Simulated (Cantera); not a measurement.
A closed system holds: 1 mol MgCO3, 4.8 mol H2O, held at 2223.15 K and 2.60 mbar.

Cantera equilibrium calculation (NASA polynomials, part measured and part estimated; ideal gas, pure solids and liquids). Candidate condensed phases: C, C6H6, C7H8, C8H18, H2O, Mg, MgCO3, MgO, Mg(OH)2; 116 gas species. Equilibrium is a limit: real reactors are often held back by kinetics, nucleation or transport.

Base state: H2O 0.621, CO2 0.0959, H2 0.0672, O2 0.0570, CO 0.0556, OH 0.0435, H 0.0326, O 0.0146 (mole fractions); condensed: MgO(s).

What changes in the equilibrium state with this change: temperature from 2223.15 K to 1750 K?


```csv
species,before,after
H2O,0.621,0.813
CO2,0.0959,0.166
H2,0.0672,0.00712
Mg,0.0110,8.45e-7
O,0.0146,0.000110
H,0.0326,0.000385
OH,0.0435,0.00258
CO,0.0556,0.00526
O2,0.0570,0.00559
Mg(OH)2,0.000121,3.22e-6
MgO,0.000409,2.85e-8
MgOH,0.000603,4.49e-7
"MgO(s), mol",0.920,1.000
```

What changes in the equilibrium state with this change: temperature from 2223.15 K to 623.15 K?


| species | before | after |
|---|---|---|
| H2O | 0.621 | 0.828 |
| CO2 | 0.0959 | 0.172 |
| H2 | 0.0672 | <1e-9 |
| O2 | 0.0570 | <1e-9 |
| CO | 0.0556 | <1e-9 |
| OH | 0.0435 | <1e-9 |
| H | 0.0326 | <1e-9 |
| O | 0.0146 | <1e-9 |
| Mg | 0.0110 | <1e-9 |
| MgOH | 0.000603 | <1e-9 |
| MgO | 0.000409 | <1e-9 |
| Mg(OH)2 | 0.000121 | <1e-9 |
| MgO(s), mol | 0.920 | 1.00 |
